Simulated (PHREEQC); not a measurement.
A solution holds 0.039 mol/kgw NH4HF2, 0.082 mol/kgw (NH4)2SiF6, 0.029 mol/kgw H3BO3 and 0.13 mol/kgw H2SO4, at 25 °C. Closed to the air; pH follows from the charge balance.

Model: ion-association model, wateq4f.dat, run in PHREEQC.

Each row changes one thing in this solution. This is a speciation only: nothing precipitates in the calculation.

```
case                                       pH  ionic strength (mol/kgw)  NH4+ (mol/kgw)  HSO4- (mol/kgw)  SO4-2 (mol/kgw)  BF4- (mol/kgw)
---------------------------------------  ----  ------------------------  --------------  ---------------  ---------------  --------------
as made                                  0.95                     0.440           0.189           0.0901           0.0256          0.0218
H3BO3 from 0.029 to 0.0029 mol/kgw       0.98                     0.433           0.188           0.0882           0.0268         0.00288
H3BO3 from 0.029 to 0.058 mol/kgw        0.95                     0.429           0.189           0.0897           0.0258          0.0335
H3BO3 from 0.029 to 0.145 mol/kgw        0.97                         ?           0.188           0.0889           0.0262          0.0568
H3BO3 from 0.029 to 0.0058 mol/kgw       0.97                     0.435           0.188           0.0886           0.0266         0.00575
temperature from 25 to 55 °C             1.01                     0.415           0.194            0.104           0.0171          0.0249
diluted 5-fold with water                1.56                         ?          0.0386           0.0135           0.0106         0.00365
(NH4)2SiF6 from 0.082 to 0.0082 mol/kgw  0.96                     0.220          0.0508            0.101           0.0244          0.0182
(NH4)2SiF6 left out                      0.96                     0.196          0.0357            0.103           0.0240          0.0169
```

Problem. Fill in the missing entries.

Solution. 
- H3BO3 from 0.029 to 0.145 mol/kgw, ionic strength (mol/kgw): 0.406
- diluted 5-fold with water, ionic strength (mol/kgw): 0.0976

Species that the database lacks are ignored. Some of these states are supersaturated (in SiO2(a), Quartz (slow to form), Chalcedony (slow to form), for instance). Away from 25 °C the constants follow the database's enthalpies or fits; those with neither stay at their 25 °C values. SiF6-2 is the database's only silicon fluoride. Real BF4- forms and hydrolyses slowly; the run takes it at equilibrium.
